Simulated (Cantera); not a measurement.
A closed system holds: 1 mol CH₃Cl, 1.1 mol CH₄, 5.8 mol H₂, equilibrated at 31.5 Torr.

Cantera equilibrium calculation (NASA polynomials, part measured and part estimated; ideal gas, pure solids and liquids). Candidate condensed phases: C, C₆H₆, C₇H₈, C₈H₁₈; 103 gas species. Ions and electrons are included (thermal ionisation). Rates play no part. All values below are at 3750 K.

Base state: H 0.852, C 0.0481, Cl 0.0458, H₂ 0.0303, C₃ 0.0101, C₂ 0.00887, HCl 0.00248, C₂H 0.00214 (mole fractions); condensed: gas only.

Task: What changes in the equilibrium state with this change: H₂ from 5.8 to 0.49 mol?

Result: 
```csv
species,before,after
H,0.852,0.757
Cl,0.0458,0.0927
C,0.0481,0.0688
C₃,0.0101,0.0297
C₂,0.00887,0.0182
H₂,0.0303,0.0240
C₅,2.04e-5,0.000123
C₄,2.61e-5,0.000109
CCl,7.55e-6,2.19e-5
C₂H,0.00214,0.00390
```
The tables' values for CCl are old estimates; treat these amounts as uncertain.

Task: What changes in the equilibrium state with this change: pressure from 31.5 Torr to 75.0 Torr?

Result: 
```tsv
species	before	after
H	0.852	0.821
H₂	0.0303	0.0670
Cl	0.0458	0.0453
C	0.0481	0.0309
C₃	0.0101	0.0153
C₂H₂ (vinylidene)	2.36e-6	1.22e-5
C₂H₂ (acetylene)	0.000191	0.000991
C₅	2.04e-5	7.21e-5
```
The tables' values for CCl are old estimates; treat these amounts as uncertain.
